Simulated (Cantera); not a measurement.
An adiabatic, constant-volume homogeneous reactor starts with CH4 : CO : O2 : N2 : H2O = 1 : 0.58 : 5.72 : 21.5 : 3.5 (molar parts), at 1223 K and 1.40 bar. Integrator tolerance rtol = 1e-08.

Detailed kinetics in Cantera: GRI-Mech 3.0 (53 species, 325 reactions).

What does this change do: N2 21.5 to 15 parts?


```csv
quantity,before,after
time of steepest temperature rise,17.0 ms,13.5 ms
temperature at 4.00 s,2155 K,2311 K
equilibrium temperature,2155 K,2311 K
x(CH4) at 4.00 s,<1e-12 (gas-phase equilibrium <1e-12),<1e-12 (gas-phase equilibrium <1e-12)
x(CO) at 4.00 s,0.000430 (gas-phase equilibrium 0.000430),0.00131 (gas-phase equilibrium 0.00131)
x(O2) at 4.00 s,0.103 (gas-phase equilibrium 0.103),0.127 (gas-phase equilibrium 0.127)
x(H2O2) at 4.00 s,2.54e-7 (gas-phase equilibrium 2.54e-7),5.52e-7 (gas-phase equilibrium 5.52e-7)
x(H2) at 4.00 s,0.000291 (gas-phase equilibrium 0.000291),0.000808 (gas-phase equilibrium 0.000808)
x(C2H) at 4.00 s,<1e-12 (gas-phase equilibrium <1e-12),<1e-12 (gas-phase equilibrium <1e-12)
```

What does this change do: H2O 3.5 to 1.2 parts?


| quantity | before | after |
|---|---|---|
| time of steepest temperature rise | 17.0 ms | 15.6 ms |
| temperature at 4.00 s | 2155 K | 2238 K |
| equilibrium temperature | 2155 K | 2238 K |
| x(CH4) at 4.00 s | <1e-12 (gas-phase equilibrium <1e-12) | <1e-12 (gas-phase equilibrium <1e-12) |
| x(CO) at 4.00 s | 0.000430 (gas-phase equilibrium 0.000430) | 0.000776 (gas-phase equilibrium 0.000776) |
| x(O2) at 4.00 s | 0.103 (gas-phase equilibrium 0.103) | 0.110 (gas-phase equilibrium 0.110) |
| x(H2O2) at 4.00 s | 2.54e-7 (gas-phase equilibrium 2.54e-7) | 2.09e-7 (gas-phase equilibrium 2.09e-7) |
| x(H2) at 4.00 s | 0.000291 (gas-phase equilibrium 0.000291) | 0.000289 (gas-phase equilibrium 0.000289) |
| x(C2H) at 4.00 s | <1e-12 (gas-phase equilibrium <1e-12) | <1e-12 (gas-phase equilibrium <1e-12) |
